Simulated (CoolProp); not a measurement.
The fluoroketone C6F12O (FK-5-1-12) along the isobar 2.43 MPa: Z from the reference equation and from simpler models built on Tc = 441.8 K, pc = 1.869 MPa, ω = 0.471; each cubic takes its own stable root.

Computed with CoolProp (reference Helmholtz-energy equation of state, McLinden 2015).

| T (K) | phase | reference | van der Waals | Soave-Redlich-Kwong |
|---|---|---|---|---|
| 333.2 | liquid | 0.1839 | 0.3018 | 0.2003 |
| 343.2 | liquid | 0.1825 | 0.2985 | 0.1991 |
| 353.1 | liquid | 0.1815 | 0.2958 | 0.1986 |
| 363 | liquid | 0.1810 | 0.2939 | 0.1988 |
| 372.9 | liquid | 0.1810 | 0.2926 | 0.1998 |
| 382.8 | liquid | 0.1815 | 0.2922 | 0.2017 |
| 392.8 | liquid | 0.1828 | 0.2927 | 0.2048 |
| 402.7 | liquid | 0.1849 | 0.2942 | 0.2095 |
| 412.6 | liquid | 0.1884 | 0.2971 | 0.2162 |
| 422.5 | liquid | 0.1937 | 0.3017 | 0.2262 |
| 432.4 | liquid | 0.2023 | 0.3088 | 0.2416 |
| 442.4 | supercritical | 0.2185 | 0.3199 | 0.2685 |
| 452.3 | supercritical | 0.2634 | 0.3374 | 0.3275 |
| 462.2 | supercritical | 0.4168 | 0.3689 | 0.4564 |
| 472.1 | supercritical | 0.5261 | 0.4303 | 0.5550 |
